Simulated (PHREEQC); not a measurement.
Solution (25 °C): 0.0021 mol TMAH and 2.8e-07 mol H4SiO4 per kg of water. Closed to the air; pH follows from the charge balance.

The numbers come from PHREEQC with the ion-association model, wateq4f.dat.

Each row changes one thing in this solution. This is a speciation only: nothing precipitates in the calculation.

```
case                                                     pH  H3SiO4- (mol/kgw)  H4SiO4 (mol/kgw)  H2SiO4-2 (mol/kgw)  SI of Quartz (SiO2)
-----------------------------------------------  ----------  -----------------  ----------------  ------------------  -------------------
as made                                               11.30            2.67e-7           8.64e-9             4.20e-9                -4.08
TMAH from 0.0021 to 0.00315 mol/kgw              (withheld)            2.68e-7           5.77e-9             6.44e-9                -4.26
TMAH from 0.0021 to 0.00231 mol/kgw              (withheld)            2.67e-7           7.86e-9             4.65e-9                -4.12
H4SiO4 replaced by Na2SiF6 at the same molality       11.30            2.67e-7           8.64e-9             4.20e-9                -4.08
diluted 5-fold with water                        (withheld)            4.81e-8           7.77e-9            1.44e-10                -4.13
```

Q: What belongs in the gaps?

A: 
- TMAH from 0.0021 to 0.00315 mol/kgw, pH: 11.47
- TMAH from 0.0021 to 0.00231 mol/kgw, pH: 11.34
- diluted 5-fold with water, pH: 10.61

Complexes and solids missing from the database can't appear. (CH3)4N+ isn't in the database: it is added as a free cation with an ion size of 4 Å. SiF6-2 is the database's only silicon fluoride.
